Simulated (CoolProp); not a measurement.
A simple Rankine cycle with R245fa: condensing at 300.15 K, boiler at 0.952 MPa, turbine inlet 365.8 K, turbine efficiency 0.85, pump efficiency 0.8, no recuperator. Each further row changes one setting.

Model: reference Helmholtz-energy equation of state, Akasaka 2015, in CoolProp.

```csv
case,thermal efficiency (%),net work (kJ/kg),heat in (kJ/kg),turbine exit temperature (K),volume ratio over the turbine
as stated,11.7,28.0,238,321.8,6.16
turbine inlet 385.8 K,11.7,30.5,261,343.3,?
condensing temperature 292.15 K,13.2,?,248,315.7,?
boiler pressure 0.666 MPa,9.7,23.7,244,?,4.15
turbine efficiency 0.75,10.3,24.6,238,325.4,6.24
```

Some entries are withheld; supply them.


- turbine inlet 385.8 K, volume ratio over the turbine: 5.98
- condensing temperature 292.15 K, net work (kJ/kg): 32.7
- condensing temperature 292.15 K, volume ratio over the turbine: 8.23
- boiler pressure 0.666 MPa, turbine exit temperature (K): 332.7
